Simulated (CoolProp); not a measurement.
Values from CoolProp's reference Helmholtz-energy equation of state, Lemmon 2006. It is a short technical equation, of lower accuracy than the large ones.

Task: Give the vapour pressure (MPa), enthalpy of vaporisation (kJ/kg), vapour Z, vapour viscosity (µPa s) of saturated isopentane at 401.7 K.

Result: 
```csv
T (K),p (MPa),enthalpy of vaporisation (kJ/kg),vapour Z,vapour viscosity (µPa s)
401.7,1.28,236,0.739,10.3
```

Viscosity comes from a separate model (Chung 1988), a generic estimate that can be far off for the liquid and wasn't checked against measurements.
